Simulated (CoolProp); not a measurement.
Vapour-liquid equilibrium of R1234ze(E) (1) + R227EA (2) at 0.933 bar; x and y are mole fractions of (1).

Model: multi-fluid Helmholtz-energy mixture model, Thol 2016 and Lemmon 2016; pair parameters Bell 2023, in CoolProp.

```
x      bubble temperature (°C)  y at the bubble point  dew temperature at overall composition x (°C)  liquid density (mol/L)
-----  -----------------------  ---------------------  ---------------------------------------------  ----------------------
0.05                     -18.5                  0.059                                          -18.4                   9.214
0.125                    -18.8                  0.144                                          -18.7                   9.357
0.2                      -19.1                  0.227                                          -19.0                   9.503
0.275                    -19.4                  0.306                                          -19.3                   9.654
0.35                     -19.6                  0.383                                              ?                       ?
0.425                    -19.9                  0.457                                          -19.8                       ?
0.5                      -20.1                  0.529                                          -20.0                   10.13
0.575                    -20.3                  0.600                                          -20.2                   10.30
0.65                     -20.4                      ?                                          -20.4                   10.48
0.725                    -20.6                  0.740                                          -20.5                   10.66
0.8                      -20.7                  0.810                                          -20.7                   10.85
0.875                    -20.8                  0.880                                          -20.8                   11.05
0.95                     -20.8                  0.951                                          -20.8                   11.25
```

### Question
What belongs in the gaps?

### Answer

- 0.35, dew temperature at overall composition x (°C): -19.5
- 0.35, liquid density (mol/L): 9.809
- 0.425, liquid density (mol/L): 9.968
- 0.65, y at the bubble point: 0.670

No azeotrope shows between x = 0.05 and 0.95.

The pair parameters rest on a limited set of measurements; away from them the model extrapolates.
